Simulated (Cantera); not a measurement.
Input: 1 mol C3H6, 17 mol H2, 0.36 mol NH3, at 1400 K and 63.0 bar.

Method: chemical equilibrium by Gibbs-energy minimisation in Cantera with the NASA 1993 tables (ideal gas, pure condensed phases). Candidate condensed phases: C, C6H6, C7H8, C8H18; 92 gas species. The ideal-gas law is rough above about 30 bar. Rates play no part.

Base state: H2 0.820, CH4 0.169, N2 0.00994, NH3 0.000399, C2H6 7.74e-5, C2H4 7.57e-5, HCN 4.13e-5 (mole fractions); condensed: gas only.

Question: What changes in the equilibrium state with this change: pressure from 63.0 bar to 0.00230 bar?

Answer: 
```
species             before     after
----------------  --------  --------
H2                   0.820     0.991
N2                 0.00994   0.00866
H                  5.55e-7  0.000101
CH4                  0.169   9.76e-6
C2H6               7.74e-5     <1e-9
NH3               0.000399   1.81e-8
C2H4               7.57e-5   4.74e-9
HCN                4.13e-5   4.60e-5
C(graphite), mol         0      3.00
```
